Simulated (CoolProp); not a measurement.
Values from CoolProp's reference Helmholtz-energy equation of state, de Reuck 1993.

Task: For methanol, give the phase and the density (kg/m³), cp (kJ/(kg K)), Joule-Thomson coefficient (K/MPa), isothermal compressibility (1/MPa) at -29.35 °C and 33000 kPa; -8.95 °C and 33000 kPa; 41.85 °C and 33000 kPa.

Result: 
- -29.35 °C and 33000 kPa: liquid; density 859, cp 2.28, Joule-Thomson coefficient -0.386, isothermal compressibility 0.000688
- -8.95 °C and 33000 kPa: liquid; density 842, cp 2.35, Joule-Thomson coefficient -0.373, isothermal compressibility 0.000761
- 41.85 °C and 33000 kPa: liquid; density 800, cp 2.60, Joule-Thomson coefficient -0.327, isothermal compressibility 0.000976
